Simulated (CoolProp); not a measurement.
Model: reference Helmholtz-energy equation of state, Thol 2019, in CoolProp.

### Question
For n-hexane, give the phase and the density (kg/m³), viscosity (µPa s), fugacity coefficient at 600 K and 38.1 bar; 600 K and 76.1 bar; 600 K and 228 bar.

### Answer
- 600 K and 38.1 bar: supercritical; density 89.4, viscosity 17.8, fugacity coefficient 0.776
- 600 K and 76.1 bar: supercritical; density 241, viscosity 31.0, fugacity coefficient 0.601
- 600 K and 228 bar: supercritical; density 428, viscosity 67.5, fugacity coefficient 0.418

Viscosity comes from a separate model (Michailidou 2013).
